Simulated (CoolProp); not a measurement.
Properties of dimethyl carbonate along the isobar 0.101 MPa.

The numbers come from the reference Helmholtz-energy equation of state, Zhou 2011 in CoolProp.

```csv
T (°C),phase,density (kg/m³),cv (kJ/(kg K)),expansivity (1/kK)
71.45,liquid,(withheld),1.410,1.392
79.65,liquid,988.9,1.425,1.426
87.85,liquid,977.2,1.440,1.463
95.95,gas,(withheld),1.278,(withheld)
104.15,gas,2.976,(withheld),2.885
112.35,gas,2.907,1.318,2.806
120.55,gas,2.842,1.338,2.732
128.65,gas,2.780,(withheld),2.663
136.85,gas,2.721,1.378,2.597
145.05,gas,2.664,1.398,2.536
153.25,gas,2.610,1.418,2.477
161.45,gas,2.558,1.437,2.422
169.55,gas,2.509,(withheld),2.370
177.75,gas,2.461,1.475,2.320
185.95,gas,2.415,1.494,2.273
```

Problem. Fill in the missing entries.

Solution. 
- 71.45, density (kg/m³): 1000
- 95.95, density (kg/m³): 3.048
- 95.95, expansivity (1/kK): 2.970
- 104.15, cv (kJ/(kg K)): 1.298
- 128.65, cv (kJ/(kg K)): 1.358
- 169.55, cv (kJ/(kg K)): 1.456
